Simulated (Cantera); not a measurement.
Charge: 1 mol ZrO2, 490 mol H2, 5.1 mol N2, held at 1698.15 K and 55000 Pa.

These are equilibrium values from Cantera (NASA tables, ideal gas, pure condensed phases), not measurements of a reactor. Candidate condensed phases: H2O, Zr, ZrN, ZrO2; 28 gas species. Mutual solubility and eutectic melting of coexisting phases are not modelled. ZrN: taken at fixed stoichiometry. Condensed phases not in the tables: solid solutions among these carbides, nitrides and lower oxides. Rates play no part.

Base state: H2 0.989, N2 0.0103, H 0.000194, H2O 2.13e-5 (mole fractions); condensed: ZrN(s) + ZrO2(tetragonal).

**Question.** What changes in the equilibrium state with this change: pressure from 55000 Pa to 1330 Pa?

**Answer.** 
```
species                  before    after
---------------------  --------  -------
H2                        0.989    0.988
N2                       0.0103   0.0103
H                      0.000194  0.00125
H2O                     2.13e-5  8.40e-6
ZrN(s), mol             0.00528  0.00208
ZrO2(tetragonal), mol     0.995    0.998
```
